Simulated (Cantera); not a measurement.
A perfectly stirred reactor is fed with 31.5 % CO, 2.04 % H₂, 14.0 % O₂, 52.5 % N₂, equivalence ratio 1.2, at 1.60 bar; it is adiabatic with a 300 K inlet, and is followed from long to short residence time, starting on the burning branch (τ in s: 0.39, 0.17, 0.07, 0.03, 0.013, 0.0054, 0.0023, 0.00098, 0.00042, 0.00018, 7.6e-05, 3.2e-05).

Cantera simulation using GRI-Mech 3.0 (53 species, 325 reactions); the numbers are that mechanism's predictions, not measurements.

Task: Predict: blow-out, bracketed by the residence times tried; x(CO) at τ = 0.390 s; x(H₂) at τ = 0.390 s; x(O₂) at τ = 0.390 s; x(HO₂) at τ = 0.390 s; x(NO) at τ = 0.390 s; x(CO) at τ = 2.30 ms; x(H₂) at τ = 2.30 ms; x(O₂) at τ = 2.30 ms; x(HO₂) at τ = 2.30 ms; x(NO) at τ = 2.30 ms.

Result: 
```
Item                                                                           Result
------------------------------------------------  -----------------------------------
blow-out, bracketed by the residence times tried  burning at 0.180 ms, out at 76.0 µs
x(CO) at τ = 0.390 s                                                           0.0786
x(H₂) at τ = 0.390 s                                                         0.000991
x(O₂) at τ = 0.390 s                                                          0.00568
x(HO₂) at τ = 0.390 s                                                         4.10e-7
x(NO) at τ = 0.390 s                                                          0.00274
x(CO) at τ = 2.30 ms                                                            0.116
x(H₂) at τ = 2.30 ms                                                          0.00170
x(O₂) at τ = 2.30 ms                                                           0.0247
x(HO₂) at τ = 2.30 ms                                                         3.20e-6
x(NO) at τ = 2.30 ms                                                         0.000369
```
